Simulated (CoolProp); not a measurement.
Vapour-liquid equilibrium of n-heptane (1) + n-dodecane (2) at 466 K; x and y are mole fractions of (1).

Computed with CoolProp (multi-fluid Helmholtz-energy mixture model, Span 2003 and Lemmon 2004; pair parameters Bell 2016).

| x | bubble pressure (MPa) | y at the bubble point | dew pressure at overall composition x (MPa) | liquid density (mol/L) |
|---|---|---|---|---|
| 0.05 | 0.08699 | 0.373 | 0.05883 | 3.673 |
| 0.125 | 0.1365 | 0.620 | 0.06363 | 3.767 |
| 0.2 | 0.1892 | 0.741 | 0.06927 | 3.865 |
| 0.275 | 0.2444 | 0.812 | 0.07598 | 3.966 |
| 0.35 | 0.3015 | 0.859 | 0.08412 | 4.071 |
| 0.425 | 0.3602 | 0.891 | 0.09419 | 4.179 |
| 0.5 | 0.4202 | 0.915 | 0.1070 | 4.290 |
| 0.575 | 0.4813 | 0.934 | 0.1237 | 4.404 |
| 0.65 | 0.5437 | 0.950 | 0.1467 | 4.520 |
| 0.725 | 0.6076 | 0.963 | 0.1800 | 4.639 |
| 0.8 | 0.6734 | 0.974 | 0.2328 | 4.758 |
| 0.875 | 0.7420 | 0.984 | 0.3285 | 4.875 |
| 0.95 | 0.8143 | 0.994 | 0.5455 | 4.988 |

No azeotrope shows between x = 0.05 and 0.95.

The pair parameters rest on a limited set of measurements; away from them the model extrapolates.
